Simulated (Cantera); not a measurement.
Charge: 1 mol CH4, 3.9 mol H2, 17 mol N2, at 1873 K and 0.00133 bar.

Method: chemical equilibrium by Gibbs-energy minimisation in Cantera with the NASA 1993 tables (ideal gas, pure condensed phases). Candidate condensed phases: C, C6H6, C7H8, C8H18; 92 gas species. Kinetics and transport are ignored.

**Question.** What is the equilibrium state?

**Answer.** 
```
Property                Result
-------------------  ---------
x(N2)                    0.737
x(H2)                    0.250
x(H)                   0.00884
x(HCN)                 0.00371
x(HNC)                0.000165
x(C2H2 (acetylene))    7.80e-5
x(CN)                  2.26e-6
n(C(graphite))       0.907 mol
gas amount           23.00 mol
```
